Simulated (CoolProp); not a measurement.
Vapour-liquid equilibrium of propane (1) + isobutene (2) at 215.8 K; x and y are mole fractions of (1).

Values from CoolProp's multi-fluid Helmholtz-energy mixture model, Lemmon 2009 and Lemmon 2005; pair parameters Bell 2016.

### Question
Give the bubble pressure and the first vapour's composition at x = 0.2, 0.65, 0.725. Is there an azeotrope?

### Answer
x = 0.2: 0.01894 MPa, y = 0.641; x = 0.65: 0.03527 MPa, y = 0.902; x = 0.725: 0.03809 MPa, y = 0.928. No azeotrope shows between x = 0.05 and 0.95.

The pair parameters rest on a limited set of measurements; away from them the model extrapolates.
